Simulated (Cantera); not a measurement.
Input (Python, Cantera) and output of one run.

```python
import numpy as np
import cantera as ct

gas_names = [...]  # 116 gases of nasa_gas.yaml made of C, H, Mg, O
cond_names = """
    C(gr) C6H6(L) C7H8(L) C8H18(L),n-octa H2O(s) H2O(L) Mg(cr) Mg(L) MgCO3(s) MgO(s) MgO(L) MgO2H2(s)
""".split()


# ... load() reads the species with a 1 bar reference pressure and builds the phases ...
atoms = {
    'MgCO3': {'Mg': 1, 'C': 1, 'O': 3},
    'H2O': {'H': 2, 'O': 1},
}
top_T = {'C(gr)': 4500}  # K; cautious upper limits of use, not melting points


# ... equilibrate(T, P, feed) seeds the gas with the atoms and calls Mixture.equilibrate('TP', solver="vcs", rtol=1e-11, max_steps=5000) ...
results = []
T = 723  # K
P = 590000  # Pa
for m in [0.12, 0.21, 0.38, 0.69, 1.2, 2.3, 4.1, 7.5]:
    feed = {'MgCO3': 1, 'H2O': m}  # mol
    mix = equilibrate(T, P, feed)
    results.append((T, P, feed, dict(zip(mix.species_names, mix.species_moles))))

top = {s: max(r[3][s] / sum(r[3][g] for g in gas_names) for r in results) for s in gas_names}
cols = sorted((s for s in top if top[s] > 1e-06), key=lambda s: -top[s])[:9]
seen = [c for c in cond_names if any(r[3].get(c, 0) > 1e-12 for r in results)]
print("log10 of partial pressures in bar; condensed amounts in mol")
print(f"{'n(H2O)':>10s}" + "".join(f"{s[:9]:>10s}" for s in cols + seen))
for T, P, feed, n in results:
    ng = sum(n[g] for g in gas_names)
    print(f"{feed['H2O']:10.4g}" + "".join(f"{np.log10(max(n[s] / ng * P / 1e5, 1e-99)):10.3f}" for s in cols)
          + "".join(f"{n.get(c, 0):10.4g}" for c in seen))
```

Output:

```
log10 of partial pressures in bar; condensed amounts in mol
    n(H2O)       H2O       CO2  MgCO3(s)    MgO(s)
      0.12     0.323     0.580    0.7832    0.2168
      0.21     0.323     0.580    0.6206    0.3794
      0.38     0.323     0.580    0.3135    0.6865
      0.69     0.382     0.543         0         1
       1.2     0.508     0.428         0         1
       2.3     0.614     0.252         0         1
       4.1     0.676     0.063         0         1
       7.5     0.716    -0.159         0         1
```

Method: chemical equilibrium by Gibbs-energy minimisation in Cantera with the NASA 1993 tables (ideal gas, pure condensed phases).
